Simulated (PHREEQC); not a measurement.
A solution holds 0.068 mol Na2S and 0.0051 mol NaCl per kg of water, at 50 °C. Closed to the air; pH follows from the charge balance.

All values are PHREEQC results (ion-association model, wateq4f.dat), not measurements.

No solid was allowed to form.

Q: Estimate the pH, ionic strength.

A: pH 11.72; ionic strength 0.170 mol/kgw.

With this much S-2 the pH rests on the database's HS-/S-2 constant; if that pK is higher, the solution is more alkaline. At this temperature some constants are extrapolated from 25 °C, and those without enthalpy data are left unchanged. The database's pK near 12.9 for HS-/S-2 is now thought far too low, so its S-2 is overstated. The polysulfide entries of wateq4f.dat were taken out for this run.
